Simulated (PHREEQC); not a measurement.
A solution holds 4.8 mmol/kgw HF and 29 mmol/kgw NH4F, at 25 °C. Closed to the air; pH follows from the charge balance.

Equilibrium calculation in PHREEQC: ion-association model, phreeqc.dat.

```yaml
pH: 3.93
ionic_strength: 0.0291 mol/kgw
specific_conductance: 3380 µS/cm
total_alkalinity: -4.80 meq/kg
```

| species | molality | activity | log γ |
|---|---|---|---|
| NH4+ | 0.0290 | 0.0243 | -0.076 |
| F- | 0.0287 | 0.0243 | -0.073 |
| HF | 0.00421 | 0.00423 | 0.003 |
| HF2- | 0.000463 | 0.000394 | -0.070 |
| H+ | 0.000133 | 0.000116 | -0.058 |
| NH3 | 1.18e-7 | 1.19e-7 | 0.003 |

Precipitation was switched off in this run.
